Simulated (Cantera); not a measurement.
Charge: 1 mol B2O3, 0.79 mol NH3, 1.4 mol H2, at 1973.15 K and 0.000830 bar.

Cantera equilibrium calculation (NASA polynomials, part measured and part estimated; ideal gas, pure solids and liquids). Candidate condensed phases: B, BN, B2O3, B3O3H3, H2O; 39 gas species. The numbers say what is thermodynamically allowed, not how fast it happens.

Base state: H2 0.535, B2O3 0.144, N2 0.0955, HBO2 0.0910, HBO 0.0429, BO 0.0409, H 0.0343, B2O2 0.00974 (mole fractions); condensed: gas only.

Question: What changes in the equilibrium state with this change: temperature from 1973.15 K to 2300 K?

Answer: 
```json
[
 {"species": "H2", "before": "0.535", "after": "0.352"},
 {"species": "H", "before": "0.0343", "after": "0.199"},
 {"species": "BO", "before": "0.0409", "after": "0.136"},
 {"species": "BO2", "before": "0.000669", "after": "0.0110"},
 {"species": "H2O", "before": "0.00574", "after": "0.0226"},
 {"species": "B2O3", "before": "0.144", "after": "0.0704"},
 {"species": "HBO", "before": "0.0429", "after": "0.0214"},
 {"species": "N2", "before": "0.0955", "after": "0.0818"},
 {"species": "HBO2", "before": "0.0910", "after": "0.100"},
 {"species": "O2", "before": "7.66e-9", "after": "2.14e-5"},
 {"species": "O", "before": "1.65e-6", "after": "0.000798"},
 {"species": "NO", "before": "4.72e-7", "after": "5.11e-5"}
]
```

Question: What changes in the equilibrium state with this change: temperature from 1973.15 K to 1123 K?

Answer: 
| species | before | after |
|---|---|---|
| H2 | 0.535 | 0.867 |
| N2 | 0.0955 | 0.132 |
| H2O | 0.00574 | 0.000383 |
| B2O3 | 0.144 | 7.45e-7 |
| HBO2 | 0.0910 | 0.000174 |
| BO | 0.0409 | <1e-9 |
| H | 0.0343 | 1.38e-6 |
| HBO | 0.0429 | 9.33e-6 |
| B2O2 | 0.00974 | 2.97e-9 |
| BO2 | 0.000669 | <1e-9 |
| BN(s), mol | 0 | 0.000925 |
| B2O3(l), mol | 0 | 0.999 |
Mutual solubility and eutectic melting of coexisting phases are not modelled.

Question: What changes in the equilibrium state with this change: pressure from 0.000830 bar to 0.0170 bar?

Answer: 
```tsv
species	before	after
H2	0.535	0.566
B2O3	0.144	0.160
N2	0.0955	0.0983
BO	0.0409	0.0110
H	0.0343	0.00779
B2O2	0.00974	0.0145
HBO	0.0429	0.0538
HBO2	0.0910	0.0847
OH	3.50e-5	5.89e-6
BO2	0.000669	0.000134
H2O	0.00574	0.00450
```
